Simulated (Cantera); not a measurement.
Input: 1 mol Al, 1.4 mol H2O, 1.3 mol H2, at 1748 K and 35.0 mbar.

Method: chemical equilibrium by Gibbs-energy minimisation in Cantera with the NASA 1993 tables (ideal gas, pure condensed phases). Candidate condensed phases: Al, Al2O3, H2O; 19 gas species. Kinetics and transport are ignored.

Question: What is the equilibrium state?

Answer: 
```
Property                              Value
--------------------------------  ---------
x(H2)                                 0.978
x(Al2O)                              0.0111
x(Al)                               0.00851
x(H)                                0.00121
x(AlH)                             0.000828
x(AlOH)                             7.24e-6
x(Al2)                              3.47e-6
n(Al2O3(s))                       0.456 mol
gas amount                        2.757 mol
log10 activity of Al(l) (absent)      -0.16
```
